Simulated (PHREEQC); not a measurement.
Make-up at 25 °C: 0.0011 mol CdSO4, 0.021 mol NaCl and 0.25 mol H2SO4 per kg of water. It is in equilibrium with CO2 at log p = -1 (atm). Otherwise closed; pH follows from the charge balance.

The numbers come from PHREEQC with the ion-association model, wateq4f.dat.

Precipitation was switched off in this run.

Question: Estimate the pH.

Answer: pH 0.66.

Question: In which forms is S present?

Answer: HSO4- 88 %, SO4-2 12 % of the S.

Species that the database lacks are ignored.
